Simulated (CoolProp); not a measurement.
Properties of carbon monoxide along the isobar 101 kPa.

The numbers come from the reference Helmholtz-energy equation of state, Lemmon 2006 in CoolProp. It is a short technical equation, of lower accuracy than the large ones.

| T (°C) | phase | Z | cp (kJ/(kg K)) | fugacity coefficient |
|---|---|---|---|---|
| -144.55 | gas | 0.9893 | 1.055 | 0.9894 |
| -120.05 | gas | 0.9937 | 1.049 | 0.9937 |
| -95.55 | gas | 0.9960 | 1.046 | 0.9961 |
| -71.05 | gas | 0.9975 | 1.044 | 0.9975 |
| -46.55 | gas | 0.9984 | 1.043 | 0.9984 |
| -22.05 | gas | 0.9990 | 1.042 | 0.9990 |
| 2.45 | gas | 0.9994 | 1.042 | 0.9994 |
| 26.95 | gas | 0.9997 | 1.042 | 0.9997 |
| 51.45 | gas | 0.9999 | 1.043 | 0.9999 |
| 75.95 | gas | 1.000 | 1.044 | 1.000 |
| 100.45 | gas | 1.000 | 1.046 | 1.000 |
